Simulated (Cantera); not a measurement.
Mixture: CH4 : H2 : O2 : N2 = 1 : 0.73 : 2.15 : 8.08 (molar parts), at 2.76 atm, adiabatic and at constant volume. Ignition delay is the time to a rise of 400 K.

Model: GRI-Mech 3.0 (53 species, 325 reactions), integrated in Cantera.

Question: Predict: delay at 1275 K; delay at 1375 K; delay at 1475 K; delay at 1575 K; delay at 1675 K; apparent activation energy between 1575 and 1675 K.

Answer: 
```json
{
 "delay at 1275 K": "0.318 ms",
 "delay at 1375 K": "0.155 ms",
 "delay at 1475 K": "81.4 µs",
 "delay at 1575 K": "45.7 µs",
 "delay at 1675 K": "27.4 µs",
 "apparent activation energy between 1575 and 1675 K": "110 kJ/mol"
}
```
